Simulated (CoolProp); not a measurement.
The numbers come from the reference Helmholtz-energy equation of state, Lemmon 2003 in CoolProp. It is a pseudo-pure fit of the blend.

Q: For R404A, give the phase and the cp (kJ/(kg K)), viscosity (µPa s), conductivity (mW/(m K)) at 345.2 K and 101 kPa.

A: 
- 345.2 K and 101 kPa: gas; cp 0.954, viscosity 14.0, conductivity 16.9

Viscosity comes from a separate model (Geller 2000). Thermal conductivity comes from a separate model (Geller 2001).
